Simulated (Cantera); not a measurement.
What does this Cantera script print?

```python
import numpy as np
import cantera as ct

gas_names = [...]  # 151 gases of nasa_gas.yaml made of C, H, N, O, Si
cond_names = """
    C(gr) C6H6(L) C7H8(L) C8H18(L),n-octa H2O(s) H2O(L) Si(cr) Si(L) SiC(b) SiO2(Lqz) SiO2(hqz) SiO2(L)
    Si2N2O(s) Si3N4(a)
""".split()


# ... load() reads the species with a 1 bar reference pressure and builds the phases ...
atoms = {
    'SiC': {'Si': 1, 'C': 1},
    'N2O': {'N': 2, 'O': 1},
    'H2': {'H': 2},
}
top_T = {'C(gr)': 4500, 'SiC(b)': 3050, 'Si2N2O(s)': 2100, 'Si3N4(a)': 2400}  # K; cautious upper limits of use, not melting points


# ... equilibrate(T, P, feed) seeds the gas with the atoms and calls Mixture.equilibrate('TP', solver="vcs", rtol=1e-11, max_steps=5000) ...
results = []
feed = {'SiC': 1, 'N2O': 1.6, 'H2': 1.2}  # mol
T = 1773.15  # K
for P in [0.1, 0.6, 3.6, 22, 130, 770, 4600, 28000, 170000, 1000000]:
    mix = equilibrate(T, P, feed)
    results.append((T, P, feed, dict(zip(mix.species_names, mix.species_moles))))

top = {s: max(r[3][s] / sum(r[3][g] for g in gas_names) for r in results) for s in gas_names}
cols = sorted((s for s in top if top[s] > 1e-06), key=lambda s: -top[s])[:9]
seen = [c for c in cond_names if any(r[3].get(c, 0) > 1e-12 for r in results)]
print("log10 of partial pressures in bar; condensed amounts in mol")
print(f"{'P/Pa':>10s}" + "".join(f"{s[:9]:>10s}" for s in cols + seen))
for T, P, feed, n in results:
    ng = sum(n[g] for g in gas_names)
    print(f"{P:10.4g}" + "".join(f"{np.log10(max(n[s] / ng * P / 1e5, 1e-99)):10.3f}" for s in cols)
          + "".join(f"{n.get(c, 0):10.4g}" for c in seen))
```

Result:

```
log10 of partial pressures in bar; condensed amounts in mol
      P/Pa        N2        H2        CO       SiO         H        Si       HCN       H2O      Si2C    SiC(b)   SiO2(L) Si2N2O(s)
       0.1    -6.504    -6.756    -6.708    -6.930    -6.923    -7.107   -10.731   -15.119   -10.739         0         0         0
       0.6    -5.710    -5.886    -5.916    -6.133    -6.489    -6.326    -9.123   -14.234    -8.401         0         0         0
       3.6    -4.896    -5.041    -5.176    -5.218    -6.066    -6.219    -8.362   -12.580    -8.256    0.1603         0         0
        22    -4.100    -4.233    -4.398    -4.405    -5.662    -6.202    -7.578   -10.976    -8.239    0.1931         0         0
       130    -3.327    -3.455    -3.627    -3.628    -5.273    -6.199    -6.804    -9.424    -8.236    0.1986         0         0
       770    -2.553    -2.680    -2.854    -2.854    -4.885    -6.198    -6.031    -7.875    -8.235    0.1995         0         0
      4600    -1.815    -1.815    -1.894    -2.592    -4.453    -7.183    -5.515    -5.764   -10.491         0         0    0.3999
   2.8e+04    -1.023    -1.002    -1.081    -2.639    -4.046    -7.928    -4.598    -4.253   -11.866         0   0.05712    0.4576
   1.7e+05    -0.238    -0.214    -0.293    -2.901    -3.653    -8.451    -3.286    -3.204   -12.386         0   0.06562     0.466
     1e+06     0.532     0.554     0.475    -3.157    -3.268    -8.965    -2.005    -2.178   -12.901         0    0.0684    0.4657
```

Method: chemical equilibrium by Gibbs-energy minimisation in Cantera with the NASA 1993 tables (ideal gas, pure condensed phases). Mutual solubility and eutectic melting of coexisting phases are not modelled. The tables' values for SiN are old estimates; treat these amounts as uncertain. The tables hold silica as quartz up to 1696 K and as liquid above; real silica turns to tridymite and cristobalite and melts near 1996 K.
